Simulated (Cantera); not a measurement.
A perfectly stirred reactor is fed with H2 : O2 : N2 = 1.8 : 1 : 1 (molar parts), equivalence ratio 0.90, at 30000 Pa; it is held at 825 K, and followed from long to short residence time.

Detailed kinetics in Cantera: the H2/O2 subset of GRI-Mech 3.0, which has no nitrogen chemistry. Below about 950 K walls govern HO2 and H2O2 in real vessels. The temperature is held fixed by assumption; the heat of reaction is taken as removed at once.

Question: What does this change do: temperature 825 to 1175 K?

Answer: 
| quantity | before | after |
|---|---|---|
| x(H2) at τ = 0.310 s | 0.474 | 0.00177 |
| x(O2) at τ = 0.310 s | 0.263 | 0.0352 |
| x(OH) at τ = 0.310 s | 5.27e-11 | 0.000383 |
| x(O) at τ = 0.310 s | 2.14e-10 | 5.61e-5 |
| x(HO2) at τ = 0.310 s | 3.21e-6 | 1.84e-5 |
| x(H2) at τ = 3.70 ms | 0.474 | 0.0232 |
| x(O2) at τ = 3.70 ms | 0.263 | 0.0457 |
| x(OH) at τ = 3.70 ms | <1e-12 | 0.00191 |
| x(O) at τ = 3.70 ms | <1e-12 | 0.00118 |
| x(HO2) at τ = 3.70 ms | 1.04e-9 | 4.23e-5 |
